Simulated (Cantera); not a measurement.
A perfectly stirred reactor is fed with 0.531 % CO, 2.92 % O2, 7.97 % H2O, 88.6 % N2, equivalence ratio 0.091, at 0.296 atm; it is held at 1400 K, and followed from long to short residence time.

Computed with Cantera and GRI-Mech 3.0 (53 species, 325 reactions).

Task: Predict: x(CO) at τ = 1.90 s; x(O2) at τ = 1.90 s; x(H2O) at τ = 1.90 s; x(N2O) at τ = 1.90 s; x(OH) at τ = 1.90 s; x(CO) at τ = 33.0 ms; x(O2) at τ = 33.0 ms; x(H2O) at τ = 33.0 ms; x(N2O) at τ = 33.0 ms; x(OH) at τ = 33.0 ms.

Result: 
* **x(CO) at τ = 1.90 s**: 2.78e-5
* **x(O2) at τ = 1.90 s**: 0.0266
* **x(H2O) at τ = 1.90 s**: 0.0798
* **x(N2O) at τ = 1.90 s**: 1.69e-7
* **x(OH) at τ = 1.90 s**: 0.000123
* **x(CO) at τ = 33.0 ms**: 0.000407
* **x(O2) at τ = 33.0 ms**: 0.0268
* **x(H2O) at τ = 33.0 ms**: 0.0795
* **x(N2O) at τ = 33.0 ms**: 1.32e-7
* **x(OH) at τ = 33.0 ms**: 0.000444
